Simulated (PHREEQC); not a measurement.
Dissolve 0.0096 mol/kgw Cu(NO3)2 and 0.21 mol/kgw KCl at 20 °C. Closed to the air; pH follows from the charge balance.

Equilibrium calculation in PHREEQC: ion-association model, wateq4f.dat.

This is a speciation only: nothing precipitates in the calculation.

Order these Cu species by the share of Cu that they hold, largest first: CuCl2, Cu+2, Cu2(OH)2+2, CuCl+.

Cu+2 (87 %), CuCl+ (12 %), CuCl2 (0.59 %), Cu2(OH)2+2 (0.10 %)

The pH is 4.96 and the ionic strength 0.236 mol/kgw. Saturation is exceeded, for instance for Atacamite; the values hold only as long as no solid forms.
